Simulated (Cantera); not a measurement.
A closed system holds: 1 mol SiC, 0.05 mol O2, 22 mol N2, equilibrated at 2.40 mbar.

These are equilibrium values from Cantera (NASA tables, ideal gas, pure condensed phases), not measurements of a reactor. Candidate condensed phases: C, Si, SiC, SiO2, Si2N2O, Si3N4; 34 gas species. Mutual solubility and eutectic melting of coexisting phases are not modelled. Kinetics and transport are ignored. All values below are at 1600 K.

Base state: N2 0.995, CO 0.00227, SiO 0.00226 (mole fractions); condensed: SiC(s) + Si2N2O(s).

Task: What changes in the equilibrium state with this change: pressure from 2.40 mbar to 0.130 Pa?

Result: 
```json
[
 {"species": "N2", "before": "0.995", "after": "0.992"},
 {"species": "CO", "before": "0.00227", "after": "0.00421"},
 {"species": "Si", "before": "7.91e-6", "after": "0.00389"},
 {"species": "SiO", "before": "0.00226", "after": "0.000298"},
 {"species": "Si2C", "before": "2.51e-8", "after": "1.24e-5"},
 {"species": "SiC(s), mol", "before": "0.950", "after": "0.906"},
 {"species": "Si2N2O(s), mol", "before": "3.54e-5", "after": "0"}
]
```

Task: What changes in the equilibrium state with this change: pressure from 2.40 mbar to 10.0 mbar?

Result: 
| species | before | after |
|---|---|---|
| N2 | 0.995 | 0.997 |
| CO | 0.00227 | 0.00290 |
| SiO | 0.00226 | 0.000365 |
| SiC(s), mol | 0.950 | 0.936 |
| Si2N2O(s), mol | 3.54e-5 | 0.0280 |
